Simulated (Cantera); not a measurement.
A perfectly stirred reactor is fed with 6.09 % H2, 84.6 % O2, 9.31 % N2, equivalence ratio 0.036, at 20.0 Torr; it is held at 1473 K, and followed from long to short residence time.

Detailed kinetics in Cantera: the H2/O2 subset of GRI-Mech 3.0, which has no nitrogen chemistry. Radical loss at walls, strong at low pressure, is not modelled. The temperature is held fixed by assumption; the heat of reaction is taken as removed at once.

Predict: x(H2) at τ = 3.10 s; x(O2) at τ = 3.10 s; x(HO2) at τ = 3.10 s; x(H2O2) at τ = 3.10 s; x(H) at τ = 3.10 s; x(H2) at τ = 18.0 ms; x(O2) at τ = 18.0 ms; x(HO2) at τ = 18.0 ms; x(H2O2) at τ = 18.0 ms; x(H) at τ = 18.0 ms.


```json
{
 "x(H2) at τ = 3.10 s": "5.74e-5",
 "x(O2) at τ = 3.10 s": "0.839",
 "x(HO2) at τ = 3.10 s": "5.77e-7",
 "x(H2O2) at τ = 3.10 s": "2.24e-8",
 "x(H) at τ = 3.10 s": "4.52e-5",
 "x(H2) at τ = 18.0 ms": "0.00107",
 "x(O2) at τ = 18.0 ms": "0.814",
 "x(HO2) at τ = 18.0 ms": "3.04e-6",
 "x(H2O2) at τ = 18.0 ms": "8.35e-8",
 "x(H) at τ = 18.0 ms": "0.00372"
}
```
